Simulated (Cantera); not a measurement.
A Cantera script and what it prints.

```python
import numpy as np
import cantera as ct

gas_names = [...]  # 123 gases of nasa_gas.yaml made of C, H, O, Si
cond_names = """
    C(gr) C6H6(L) C7H8(L) C8H18(L),n-octa H2O(s) H2O(L) Si(cr) Si(L) SiC(b) SiO2(Lqz) SiO2(hqz) SiO2(L)
""".split()


# ... load() reads the species with a 1 bar reference pressure and builds the phases ...
atoms = {
    'TEOS': {'Si': 1, 'C': 8, 'H': 20, 'O': 4},
    'CO2': {'C': 1, 'O': 2},
    'H2': {'H': 2},
}
top_T = {'C(gr)': 4500, 'SiC(b)': 3050}  # K; cautious upper limits of use, not melting points


# ... equilibrate(T, P, feed) seeds the gas with the atoms and calls Mixture.equilibrate('TP', solver="vcs", rtol=1e-11, max_steps=5000) ...
results = []
feed = {'TEOS': 1, 'CO2': 1.4, 'H2': 0.42}  # mol
P = 87000  # Pa
for T in [848, 948, 1048, 1148, 1248, 1348, 1448]:
    mix = equilibrate(T, P, feed)
    results.append((T, P, feed, dict(zip(mix.species_names, mix.species_moles))))

top = {s: max(r[3][s] / sum(r[3][g] for g in gas_names) for r in results) for s in gas_names}
cols = sorted((s for s in top if top[s] > 0.0001), key=lambda s: -top[s])[:5]
seen = [c for c in cond_names if any(r[3].get(c, 0) > 1e-12 for r in results)]
print("log10 of partial pressures in bar; condensed amounts in mol")
print(f"{'T/K':>10s}" + "".join(f"{s[:9]:>10s}" for s in cols + seen))
for T, P, feed, n in results:
    ng = sum(n[g] for g in gas_names)
    print(f"{T:10.4g}" + "".join(f"{np.log10(max(n[s] / ng * P / 1e5, 1e-99)):10.3f}" for s in cols)
          + "".join(f"{n.get(c, 0):10.4g}" for c in seen))
```

Output:

```
log10 of partial pressures in bar; condensed amounts in mol
       T/K        H2        CO       H2O       CH4       CO2     C(gr) SiO2(hqz)
       848    -0.364    -1.238    -0.735    -0.922    -1.119     6.313         1
       948    -0.271    -0.799    -1.084    -1.308    -1.354     5.727         1
      1048    -0.243    -0.618    -1.589    -1.720    -1.890     4.921         1
      1148    -0.233    -0.574    -2.125    -2.090    -2.538     4.639         1
      1248    -0.229    -0.564    -2.606    -2.411    -3.134     4.588         1
      1348    -0.227    -0.562    -3.023    -2.688    -3.650     4.585         1
      1448    -0.226    -0.562    -3.384    -2.929    -4.094     4.588         1
```

Equilibrium computed with Cantera from the NASA thermochemical tables; the gas is ideal and each condensed phase is pure. The feed counts by its element totals alone. The tables hold silica as quartz up to 1696 K and as liquid above; real silica turns to tridymite and cristobalite and melts near 1996 K.
